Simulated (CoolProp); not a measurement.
20 sccm (0 °C, 1 atm) of nitrogen bubbles through liquid n-perfluorohexane at 306 K and leaves saturated at a total pressure of 0.15 MPa (ideal gas phase). Each further row changes one setting.

The numbers come from the reference Helmholtz-energy equation of state, Gao 2022 in CoolProp.

```json
[
 {"case": "as stated", "vapour pressure (kPa)": "41.0", "mole fraction of vapour": "0.273", "delivery (mg/min)": "114", "delivery (sccm)": "7.53", "change of delivery for a bath 1 K warmer (%)": "5.8"},
 {"case": "bath temperature 311 K", "vapour pressure (kPa)": "50.1", "mole fraction of vapour": "0.334", "delivery (mg/min)": "151", "delivery (sccm)": "10.0", "change of delivery for a bath 1 K warmer (%)": "6.1"},
 {"case": "total pressure 0.3 MPa", "vapour pressure (kPa)": "41.0", "mole fraction of vapour": "0.137", "delivery (mg/min)": "47.8", "delivery (sccm)": "3.17", "change of delivery for a bath 1 K warmer (%)": "4.9"}
]
```
